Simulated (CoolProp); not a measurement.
A simple Rankine cycle with water: condensing at 329.15 K, boiler at 19.1 MPa, turbine inlet 675.1 K, turbine efficiency 0.65, pump efficiency 0.8, no recuperator. Each further row changes one setting.

Values from CoolProp's reference Helmholtz-energy equation of state, Wagner 2002.

```json
[
 {"case": "as stated", "thermal efficiency (%)": "24.8", "net work (kJ/kg)": "645", "heat in (kJ/kg)": "2600", "turbine exit temperature (K)": "329.1", "volume ratio over the turbine": "692"},
 {"case": "turbine inlet 695.1 K", "thermal efficiency (%)": "25.1", "net work (kJ/kg)": "679", "heat in (kJ/kg)": "2700", "turbine exit temperature (K)": "329.1", "volume ratio over the turbine": "645"},
 {"case": "condensing temperature 321.15 K", "thermal efficiency (%)": "25.4", "net work (kJ/kg)": "671", "heat in (kJ/kg)": "2640", "turbine exit temperature (K)": "321.1", "volume ratio over the turbine": "996"},
 {"case": "boiler pressure 13.4 MPa", "thermal efficiency (%)": "24.6", "net work (kJ/kg)": "681", "heat in (kJ/kg)": "2770", "turbine exit temperature (K)": "329.1", "volume ratio over the turbine": "439"},
 {"case": "turbine efficiency 0.55", "thermal efficiency (%)": "20.8", "net work (kJ/kg)": "542", "heat in (kJ/kg)": "2600", "turbine exit temperature (K)": "329.1", "volume ratio over the turbine": "728"}
]
```

The expansion ends wet for: as stated; turbine inlet 695.1 K; condensing temperature 321.15 K; boiler pressure 13.4 MPa; turbine efficiency 0.55.
